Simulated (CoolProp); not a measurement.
A simple Rankine cycle with water: condensing at 313.15 K, boiler at 2.43 MPa, turbine inlet 510.7 K, turbine efficiency 0.75, pump efficiency 0.6, no recuperator. Each further row changes one setting.

Values from CoolProp's reference Helmholtz-energy equation of state, Wagner 2002.

| case | thermal efficiency (%) | net work (kJ/kg) | heat in (kJ/kg) | turbine exit temperature (K) | volume ratio over the turbine |
|---|---|---|---|---|---|
| as stated | 24.2 | 647 | 2680 | 313.1 | 190 |
| turbine inlet 530.7 K | 24.3 | 664 | 2730 | 313.1 | 183 |
| condensing temperature 305.15 K | 25.2 | 683 | 2710 | 305.1 | 285 |
| boiler pressure 1.7 MPa | 23.0 | 624 | 2710 | 313.1 | 132 |
| turbine efficiency 0.65 | 20.9 | 561 | 2680 | 313.1 | 198 |

The expansion ends wet for: as stated; turbine inlet 530.7 K; condensing temperature 305.15 K; boiler pressure 1.7 MPa; turbine efficiency 0.65.
